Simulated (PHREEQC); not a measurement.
**Sulfide liquor**

Consider water at 25 °C with 0.00057 mol H2S, 0.00013 mol NaHCO3 and 0.0028 mol ZnCl2 per kg of water. Closed to the air; pH follows from the charge balance.

Model: ion-association model, phreeqc.dat, run in PHREEQC.

This is a speciation only: nothing precipitates in the calculation.

**Question.** Estimate the pH.

**Answer.** pH 3.44.

**Question.** In which forms is Zn present?

**Answer.** Zn+2 90 %, Zn(HS)2 9.4 %, ZnCl+ 0.9 % of the Zn.

Saturation is exceeded, for instance for Sphalerite (slow to form); the values hold only as long as no solid forms. Complexes and solids missing from the database can't appear.
